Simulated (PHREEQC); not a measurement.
A solution holds 0.03 mol/kgw NaBF4, at 70 °C. Closed to the air; pH follows from the charge balance.

All values are PHREEQC results (ion-association model, phreeqc.dat), not measurements.

Precipitation was switched off in this run.

Q: What pH does the model give?

A: pH 2.98.

Q: In which forms is B present?

A: BF4- 81 %, H3BO3 7.7 %, BF3OH- 7.1 %, BF2(OH)2- 4.6 % of the B.

Constants without temperature data keep their 25 °C values here. Real BF4- forms and hydrolyses slowly; the run takes it at equilibrium.
